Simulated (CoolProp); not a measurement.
Vapour pressure (kPa) of R1233zd(E): the reference equation beside estimates from Tc = 438.9 K, pc = 3583 kPa, ω = 0.304. Clausius-Clapeyron is anchored at 330.1 K with a constant enthalpy of vaporisation of 22.64 kJ/mol.

Computed with CoolProp (reference Helmholtz-energy equation of state, Akasaka 2022).

```
T (K)  reference  Lee-Kesler  Clausius-Clapeyron  van der Waals  Soave-Redlich-Kwong  Peng-Robinson
-----  ---------  ----------  ------------------  -------------  -------------------  -------------
311.8      207.0       207.2               221.5          774.4                207.0          206.1
314.4      224.8       225.3               238.1          807.4                225.1          223.9
317        243.9       244.6               255.6          841.3                244.4          242.9
319.7      265.0       265.9               274.9          877.5                265.7          263.9
322.3      286.5       287.7               294.4          913.3                287.6          285.4
324.9      309.4       310.9               315.0          950.0                310.9          308.3
327.5      333.7       335.5               336.7          987.7                335.5          332.5
330.1      359.4       361.5               359.4           1026                361.7          358.2
332.7      386.6       388.9               383.4           1066                389.3          385.3
335.4      416.5       419.1               409.5           1108                419.7          415.2
338        446.9       449.8               435.9           1149                450.6          445.6
340.6      478.9       482.1               463.5           1192                483.2          477.6
343.2      512.6       516.1               492.4           1235                517.6          511.4
345.8      548.1       551.9               522.7           1280                553.8          547.0
348.4      585.5       589.5               554.3           1325                591.9          584.4
```

Absolute difference from the reference over all 15 rows, mean and median: Lee-Kesler 0.5 and 0.6 %, Clausius-Clapeyron 3.3 and 3.2 %, van der Waals 191.0 and 185.5 %, Soave-Redlich-Kwong 0.6 and 0.6 %, Peng-Robinson 0.3 and 0.3 %.
